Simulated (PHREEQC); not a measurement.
Dissolve 0.00062 mol/kgw NaCl at 25 °C. Closed to the air; pH follows from the charge balance.

Computed with PHREEQC (ion-association model, phreeqc.dat).

- ionic strength = 0.000620 mol/kgw

```json
[
 {"species": "Cl-", "molality": "0.000620", "activity": "0.000603", "log γ": "-0.012"},
 {"species": "Na+", "molality": "0.000620", "activity": "0.000603", "log γ": "-0.012"},
 {"species": "OH-", "molality": "1.03e-7", "activity": "1.01e-7", "log γ": "-0.012"},
 {"species": "H+", "molality": "1.03e-7", "activity": "1.01e-7", "log γ": "-0.012"}
]
```

This is a speciation only: nothing precipitates in the calculation. Complexes and solids missing from the database can't appear.
